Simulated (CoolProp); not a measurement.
Vapour-liquid equilibrium of CH2F2 (R32) (1) + R143a (2) at 9.25 °C; x and y are mole fractions of (1).

Values from CoolProp's multi-fluid Helmholtz-energy mixture model, Tillner-Roth 1997 and Lemmon and Jacobsen 2000; pair parameters Bell 2016.

| x | bubble pressure, mixture model (bar) | bubble pressure, Raoult's law (bar) | y, mixture model | y, Raoult's law |
|---|---|---|---|---|
| 0.05 | 8.455 | 8.315 | 0.073 | 0.065 |
| 0.2 | 9.181 | 8.711 | 0.263 | 0.249 |
| 0.35 | 9.773 | 9.108 | 0.420 | 0.416 |
| 0.5 | 10.24 | 9.504 | 0.557 | 0.569 |
| 0.65 | 10.57 | 9.900 | 0.685 | 0.711 |
| 0.8 | 10.78 | 10.30 | 0.812 | 0.841 |
| 0.95 | 10.84 | 10.69 | 0.949 | 0.962 |

The largest gap from Raoult's law is +7.7 % in bubble pressure, at x = 0.5. y crosses x between x = 0.8 and 0.95: the model has an azeotrope there.

Pair parameters are fitted to limited data, so mixtures are less certain than the pure fluids.
